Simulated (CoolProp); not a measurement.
Sulfur dioxide along the isotherm 525 K: fugacity coefficient from the reference equation and from simpler models built on Tc = 430.6 K, pc = 7887 kPa, ω = 0.256; each cubic takes its own stable root.

Model: reference Helmholtz-energy equation of state, Gao 2016, in CoolProp.

```json
[
 {"p (kPa)": "111", "phase": "gas", "reference": "0.9976", "Soave-Redlich-Kwong": "0.9977", "Peng-Robinson": "0.9972"},
 {"p (kPa)": "167", "phase": "gas", "reference": "0.9964", "Soave-Redlich-Kwong": "0.9965", "Peng-Robinson": "0.9958"},
 {"p (kPa)": "252", "phase": "gas", "reference": "0.9946", "Soave-Redlich-Kwong": "0.9947", "Peng-Robinson": "0.9937"},
 {"p (kPa)": "380", "phase": "gas", "reference": "0.9918", "Soave-Redlich-Kwong": "0.9920", "Peng-Robinson": "0.9905"},
 {"p (kPa)": "573", "phase": "gas", "reference": "0.9877", "Soave-Redlich-Kwong": "0.9879", "Peng-Robinson": "0.9857"},
 {"p (kPa)": "865", "phase": "gas", "reference": "0.9815", "Soave-Redlich-Kwong": "0.9818", "Peng-Robinson": "0.9786"},
 {"p (kPa)": "1300", "phase": "gas", "reference": "0.9722", "Soave-Redlich-Kwong": "0.9728", "Peng-Robinson": "0.9679"},
 {"p (kPa)": "1970", "phase": "gas", "reference": "0.9581", "Soave-Redlich-Kwong": "0.9590", "Peng-Robinson": "0.9518"},
 {"p (kPa)": "2970", "phase": "gas", "reference": "0.9372", "Soave-Redlich-Kwong": "0.9388", "Peng-Robinson": "0.9282"},
 {"p (kPa)": "4480", "phase": "gas", "reference": "0.9063", "Soave-Redlich-Kwong": "0.9089", "Peng-Robinson": "0.8937"},
 {"p (kPa)": "6760", "phase": "gas", "reference": "0.8608", "Soave-Redlich-Kwong": "0.8653", "Peng-Robinson": "0.8442"},
 {"p (kPa)": "10200", "phase": "supercritical", "reference": "0.7953", "Soave-Redlich-Kwong": "0.8034", "Peng-Robinson": "0.7754"},
 {"p (kPa)": "15400", "phase": "supercritical", "reference": "0.7051", "Soave-Redlich-Kwong": "0.7207", "Peng-Robinson": "0.6859"},
 {"p (kPa)": "23200", "phase": "supercritical", "reference": "0.5987", "Soave-Redlich-Kwong": "0.6286", "Peng-Robinson": "0.5887"},
 {"p (kPa)": "35000", "phase": "supercritical", "reference": "0.5084", "Soave-Redlich-Kwong": "0.5536", "Peng-Robinson": "0.5079"}
]
```
